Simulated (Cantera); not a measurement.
**Moist CO burnout**

A perfectly stirred reactor is fed with 0.272 % CO, 2.52 % O2, 0.126 % H2O, 97.1 % N2, equivalence ratio 0.054, at 110000 Pa; it is held at 1348 K, and followed from long to short residence time.

Computed with Cantera and GRI-Mech 3.0 (53 species, 325 reactions).

```tsv
τ (s)	x CO	x O2	x H2O	x H	x HO2
0.50	0.000102	0.0240	0.00125	3.40e-7	3.44e-7
0.22	0.000176	0.0240	0.00125	7.27e-7	5.11e-7
0.094	0.000306	0.0240	0.00125	1.56e-6	7.35e-7
0.040	0.000519	0.0241	0.00124	3.22e-6	1.01e-6
0.018	0.000821	0.0243	0.00124	5.86e-6	1.28e-6
0.0076	0.00127	0.0244	0.00123	9.70e-6	1.55e-6
0.0033	0.00179	0.0247	0.00123	1.23e-5	1.69e-6
```
x: mole fraction; the columns are a selection and need not sum to one.
